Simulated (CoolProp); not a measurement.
Vapour-liquid equilibrium of ethylene (1) + 1-butene (2) at 206.8 K; x and y are mole fractions of (1).

Values from CoolProp's multi-fluid Helmholtz-energy mixture model, Smukala 2000 and Lemmon 2005; pair parameters Bell 2016.

```
x     bubble pressure (kPa)  y at the bubble point  dew pressure at overall composition x (kPa)  liquid density (mol/L)
----  ---------------------  ---------------------  -------------------------------------------  ----------------------
0.05                  34.03                  0.877                                        4.564                   12.56
0.15                  92.89                  0.958                                        5.099                   13.06
0.25                  151.4                  0.976                                        5.775                   13.58
0.35                  209.7                  0.985                                        6.658                   14.14
0.45                  267.9                  0.989                                        7.858                   14.73
0.55                  326.1                  0.992                                        9.585                   15.34
0.65                  384.1                  0.995                                        12.29                   15.97
0.75                  442.3                  0.997                                        17.10                   16.62
0.85                  501.4                  0.998                                        28.14                   17.27
0.95                  563.2                  0.999                                        79.21                   17.89
```

No azeotrope shows between x = 0.05 and 0.95.

The pair parameters rest on a limited set of measurements; away from them the model extrapolates.
